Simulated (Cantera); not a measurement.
An adiabatic, constant-pressure homogeneous reactor starts with CH4 : O2 : N2 : H2 = 1 : 1.54 : 5.78 : 0.033 (molar parts), equivalence ratio 1.3, at 1325 K and 4.93 atm.

Detailed kinetics in Cantera: GRI-Mech 3.0 (53 species, 325 reactions).

Task: Predict: time of steepest temperature rise; temperature at 6.00 s; equilibrium temperature; x(O2) at 6.00 s; x(CH2O) at 6.00 s; x(CO2) at 6.00 s; x(O) at 6.00 s.

Result: 
```json
{
  "time_of_steepest_temperature_rise": "1.93 ms",
  "temperature at 6.00 s": "2762 K",
  "equilibrium_temperature": "2762 K",
  "x(O2) at 6.00 s": "0.00122 (gas-phase equilibrium 0.00122)",
  "x(CH2O) at 6.00 s": "6.05e-9 (gas-phase equilibrium 6.05e-9)",
  "x(CO2) at 6.00 s": "0.0423 (gas-phase equilibrium 0.0423)",
  "x(O) at 6.00 s": "0.000734 (gas-phase equilibrium 0.000734)"
}
```
